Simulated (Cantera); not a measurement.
Charge: 1 mol SiC, 2.1 mol O2, 1.8 mol N2, equilibrated at 1523 K and 0.000880 bar.

Cantera equilibrium calculation (NASA polynomials, part measured and part estimated; ideal gas, pure solids and liquids). Candidate condensed phases: C, Si, SiC, SiO2, Si2N2O, Si3N4; 34 gas species. The tables hold silica as quartz up to 1696 K and as liquid above; real silica turns to tridymite and cristobalite and melts near 1996 K. The numbers say what is thermodynamically allowed, not how fast it happens.

Base state: N2 0.620, CO2 0.344, O2 0.0344, NO 0.000491, CO 0.000430, O 3.45e-5 (mole fractions); condensed: SiO2(β-quartz).

What changes in the equilibrium state with this change: SiC replaced by Si?


```csv
species,before,after
N2,0.620,0.620
O2,0.0344,0.378
NO,0.000491,0.00163
CO2,0.344,0
CO,0.000430,0
O,3.45e-5,0.000114
"SiO2(β-quartz), mol",1.00,1.00
```
